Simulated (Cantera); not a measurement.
A Cantera script and what it prints.

```python
import numpy as np
import cantera as ct

gas_names = """
    CL FeCL2
""".split()
cond_names = """
    Fe(a) Fe(c) Fe(d) Fe(L)
""".split()


# ... load() reads the species with a 1 bar reference pressure and builds the phases ...
species = {s.name: s for s in load("nasa_gas.yaml", gas_names) + load("nasa_condensed.yaml", cond_names)}
# Each term lists the table entries of one substance; the one whose range holds T is used.
reactions = {
    'Fe + 2 Cl(g) = FeCl2(g)':
        [(-1, ['Fe(a)', 'Fe(c)', 'Fe(d)', 'Fe(L)']), (-2, ['CL']), (1, ['FeCL2'])],
}


def pick(names, T):
    return next(species[n] for n in names if species[n].thermo.min_temp <= T <= species[n].thermo.max_temp)


results = []
for label, terms in reactions.items():
    print(label)
    print("     T/K   dH/kJ  dS/(J/K)   dG/kJ   log10 K")
    for T in [623, 698, 773, 848, 923, 998, 1073, 1148, 1223, 1298, 1373]:
        used = [(nu, pick(names, T)) for nu, names in terms]
        dH = sum(nu * s.thermo.h(T) for nu, s in used) / 1e6
        dS = sum(nu * s.thermo.s(T) for nu, s in used) / 1e3
        dG = dH - T * dS / 1e3
        logK = -dG * 1e6 / (ct.gas_constant * T * np.log(10))
        results.append((label, T, dH, dS, dG, logK, [s.name for _, s in used]))
        print(f"{T:8g} {dH:8.1f} {dS:8.1f} {dG:8.1f} {logK:8.2f}")
```

It prints:

```
Fe + 2 Cl(g) = FeCl2(g)
     T/K   dH/kJ  dS/(J/K)   dG/kJ   log10 K
     623   -388.2    -68.7   -345.5    28.96
     698   -389.5    -70.6   -340.2    25.46
     773   -390.9    -72.5   -334.9    22.63
     848   -392.5    -74.5   -329.4    20.29
     923   -394.3    -76.6   -323.7    18.32
     998   -396.6    -78.9   -317.9    16.64
    1073   -400.4    -82.5   -311.8    15.18
    1148   -402.3    -84.3   -305.5    13.90
    1223   -404.5    -86.1   -299.2    12.78
    1298   -405.6    -87.0   -292.7    11.78
    1373   -406.7    -87.8   -286.1    10.88
```

Standard-state values (1 bar) from the NASA 1993 polynomials, evaluated with Cantera. Condensed species are held in their standard states even where they would react or evaporate.
